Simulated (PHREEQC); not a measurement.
Alkaline etch or developer: speciation

A solution holds 0.13 mol NaOH, 7.9e-06 mol CO2 and 0.053 mol K3PO4 per kg of water, at 25 °C. Closed to the air; pH follows from the charge balance.

Model: ion-association model, wateq4f.dat, run in PHREEQC.

No solid was allowed to form.

Q: Estimate the pH, activity of water, ionic strength.

A: pH 12.93; activity of water 0.992; ionic strength 0.443 mol/kgw.

Q: In which forms is C present?

A: CO3-2 63 %, NaCO3- 37 % of the C.

H3PO4, which wateq4f.dat lacks, is added to it with the constant of phreeqc.dat.
